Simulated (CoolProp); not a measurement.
Properties of CHF3 (R23) at several states.

The numbers come from the reference Helmholtz-energy equation of state, Penoncello 2003 in CoolProp.

| T (K) | p (MPa) | phase | Z | cp (kJ/(kg K)) |
|---|---|---|---|---|
| 394.1 | 0.95 | gas | 0.9734 | 0.8902 |
| 409.6 | 0.0258 | gas | 0.9994 | 0.8840 |
| 229.9 | 2.96 | liquid | … | 1.332 |
| 268.2 | 0.0103 | gas | 0.9989 | … |
| 200 | 27.5 | liquid | 0.7845 | … |

Q: Fill in the missing entries.

A: 
- 229.9, Z: 0.08366
- 268.2, cp (kJ/(kg K)): 0.6866
- 200, cp (kJ/(kg K)): 1.188
